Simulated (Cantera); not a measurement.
Equilibrium for silicon oxide and oxynitride deposition: HMDSO + H₂O + H₂

Input: 1 mol HMDSO, a varied amount of H₂O, 85 mol H₂, held at 625 °C and 0.00133 bar.

Method: chemical equilibrium by Gibbs-energy minimisation in Cantera with the NASA 1993 tables (ideal gas, pure condensed phases). Candidate condensed phases: C, C₆H₆, C₇H₈, C₈H₁₈, H₂O, Si, SiC, SiO₂; 123 gas species. The feed counts by its element totals alone. Kinetics and transport are ignored.

From 0.11 mol H₂O to 1.9 mol H₂O the condensed part is C(graphite) + SiC(s) + SiO₂(β-quartz). From 3 mol H₂O to 7.7 mol H₂O the condensed part is C(graphite) + SiO₂(β-quartz). At 12 mol H₂O the condensed part is SiO₂(β-quartz).

```json
[
 {"n(H₂O) (mol)": "0.11", "x H₂": "1.000", "x CO": "1.47e-6", "x H₂O": "4.93e-9", "x CO₂": "<1e-12", "x CH₄": "0.000426", "x H": "3.01e-9", "n C(graphite)": "4.51", "n SiC(s)": "1.45", "n SiO₂(β-quartz)": "0.555"},
 {"n(H₂O) (mol)": "0.18", "x H₂": "1.000", "x CO": "1.47e-6", "x H₂O": "4.93e-9", "x CO₂": "<1e-12", "x CH₄": "0.000426", "x H": "3.01e-9", "n C(graphite)": "4.55", "n SiC(s)": "1.41", "n SiO₂(β-quartz)": "0.590"},
 {"n(H₂O) (mol)": "0.28", "x H₂": "1.000", "x CO": "1.47e-6", "x H₂O": "4.93e-9", "x CO₂": "<1e-12", "x CH₄": "0.000426", "x H": "3.01e-9", "n C(graphite)": "4.60", "n SiC(s)": "1.36", "n SiO₂(β-quartz)": "0.640"},
 {"n(H₂O) (mol)": "0.45", "x H₂": "1.000", "x CO": "1.47e-6", "x H₂O": "4.93e-9", "x CO₂": "<1e-12", "x CH₄": "0.000426", "x H": "3.01e-9", "n C(graphite)": "4.68", "n SiC(s)": "1.28", "n SiO₂(β-quartz)": "0.725"},
 {"n(H₂O) (mol)": "0.73", "x H₂": "1.000", "x CO": "1.47e-6", "x H₂O": "4.93e-9", "x CO₂": "<1e-12", "x CH₄": "0.000426", "x H": "3.01e-9", "n C(graphite)": "4.82", "n SiC(s)": "1.14", "n SiO₂(β-quartz)": "0.865"},
 {"n(H₂O) (mol)": "1.2", "x H₂": "1.000", "x CO": "1.47e-6", "x H₂O": "4.93e-9", "x CO₂": "<1e-12", "x CH₄": "0.000426", "x H": "3.01e-9", "n C(graphite)": "5.06", "n SiC(s)": "0.900", "n SiO₂(β-quartz)": "1.10"},
 {"n(H₂O) (mol)": "1.9", "x H₂": "1.000", "x CO": "1.47e-6", "x H₂O": "4.93e-9", "x CO₂": "<1e-12", "x CH₄": "0.000426", "x H": "3.01e-9", "n C(graphite)": "5.41", "n SiC(s)": "0.550", "n SiO₂(β-quartz)": "1.45"},
 {"n(H₂O) (mol)": "3", "x H₂": "1.000", "x CO": "1.47e-6", "x H₂O": "4.93e-9", "x CO₂": "<1e-12", "x CH₄": "0.000426", "x H": "3.01e-9", "n C(graphite)": "5.96", "n SiC(s)": "0", "n SiO₂(β-quartz)": "2.00"},
 {"n(H₂O) (mol)": "4.8", "x H₂": "0.982", "x CO": "0.0178", "x H₂O": "5.88e-5", "x CO₂": "2.48e-6", "x CH₄": "0.000411", "x H": "2.98e-9", "n C(graphite)": "4.16", "n SiC(s)": "0", "n SiO₂(β-quartz)": "2.00"},
 {"n(H₂O) (mol)": "7.7", "x H₂": "0.955", "x CO": "0.0440", "x H₂O": "0.000141", "x CO₂": "1.51e-5", "x CH₄": "0.000389", "x H": "2.94e-9", "n C(graphite)": "1.28", "n SiC(s)": "0", "n SiO₂(β-quartz)": "2.00"},
 {"n(H₂O) (mol)": "12", "x H₂": "0.923", "x CO": "0.0505", "x H₂O": "0.0238", "x CO₂": "0.00302", "x CH₄": "2.39e-6", "x H": "2.89e-9", "n C(graphite)": "0", "n SiC(s)": "0", "n SiO₂(β-quartz)": "2.00"}
]
```
x: gas mole fraction; n: condensed amount in mol.
